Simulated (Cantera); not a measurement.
A closed system holds: 1 mol BN, a varied amount of O2, 0.82 mol N2, held at 702 °C and 0.110 bar.

These are equilibrium values from Cantera (NASA tables, ideal gas, pure condensed phases), not measurements of a reactor. Candidate condensed phases: B, BN, B2O3; 17 gas species. The numbers say what is thermodynamically allowed, not how fast it happens.

x: gas mole fraction; n: condensed amount in mol.

```
n(O2) (mol)   x N2    x O2     x NO       x NO2  n BN(s)  n B2O3(l)
-----------  -----  ------  -------  ----------  -------  ---------
0.13          1.00  <1e-12   <1e-12      <1e-12    0.827     0.0867
0.17          1.00  <1e-12   <1e-12      <1e-12    0.773      0.113
0.23          1.00  <1e-12   <1e-12      <1e-12    0.693      0.153
0.29          1.00  <1e-12   <1e-12      <1e-12    0.613      0.193
0.38          1.00  <1e-12   <1e-12      <1e-12    0.493      0.253
0.49          1.00  <1e-12   <1e-12      <1e-12    0.347      0.327
0.64          1.00  <1e-12   <1e-12      <1e-12    0.147      0.427
0.83         0.943  0.0571  1.35e-5  (withheld)        0      0.500
1.1          0.790   0.210  2.36e-5  (withheld)        0      0.500
1.4          0.670   0.330  2.73e-5  (withheld)        0      0.500
1.8          0.557   0.443  2.88e-5  (withheld)        0      0.500
2.3          0.460   0.540  2.89e-5     9.93e-7        0      0.500
3            0.370   0.630  2.80e-5     1.04e-6        0      0.500
```

Problem. What belongs in the gaps?

Solution. 
- 0.83, x NO2: 1.50e-7
- 1.1, x NO2: 5.05e-7
- 1.4, x NO2: 7.32e-7
- 1.8, x NO2: 8.96e-7
